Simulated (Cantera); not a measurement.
# Ignition delay

Mixture: 23.5 % CO, 1.37 % H2, 15.8 % O2, 59.3 % N2, equivalence ratio 0.79, at 0.750 bar, adiabatic and at constant pressure. Ignition delay is the time to a rise of 400 K.

Detailed kinetics in Cantera: GRI-Mech 3.0 (53 species, 325 reactions). Where the delays flatten at high temperature, the 400 K rule measures the pace of heat release, not the induction time.

| T0 (K) | delay (ms) |
|---|---|
| 1075 | 0.455 |
| 1175 | 0.274 |
| 1275 | 0.207 |
| 1375 | 0.178 |
| 1475 | 0.167 |
| 1575 | 0.169 |
| 1675 | 0.178 |
| 1775 | 0.194 |
| 1875 | 0.213 |
